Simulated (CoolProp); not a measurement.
Vapour-liquid equilibrium of isobutane (1) + R245fa (2) at 344.7 K; x and y are mole fractions of (1).

Computed with CoolProp (multi-fluid Helmholtz-energy mixture model, Bücker 2006 and Akasaka 2015; pair parameters Bell 2016).

| x | bubble pressure (bar) | y at the bubble point | dew pressure at overall composition x (bar) | liquid density (mol/L) |
|---|---|---|---|---|
| 0.05 | 7.673 | 0.185 | 6.667 | 8.857 |
| 0.125 | 9.206 | 0.342 | 7.197 | 8.722 |
| 0.2 | 10.31 | 0.434 | 7.804 | 8.592 |
| 0.275 | 11.09 | 0.495 | 8.500 | 8.469 |
| 0.35 | 11.66 | 0.541 | 9.296 | 8.358 |
| 0.425 | 12.07 | 0.578 | 10.19 | 8.261 |
| 0.5 | 12.37 | 0.611 | 11.15 | 8.184 |
| 0.575 | 12.58 | 0.644 | 12.04 | 8.130 |
| 0.65 | 12.70 | 0.679 | 12.61 | 8.102 |
| 0.725 | 12.74 | 0.718 | 12.73 | 8.102 |
| 0.8 | 12.64 | 0.767 | 12.52 | 8.131 |
| 0.875 | 12.36 | 0.831 | 12.11 | 8.188 |
| 0.95 | 11.82 | 0.919 | 11.60 | 8.269 |

y crosses x between x = 0.65 and 0.725: the model has an azeotrope there.

The pair parameters rest on a limited set of measurements; away from them the model extrapolates.
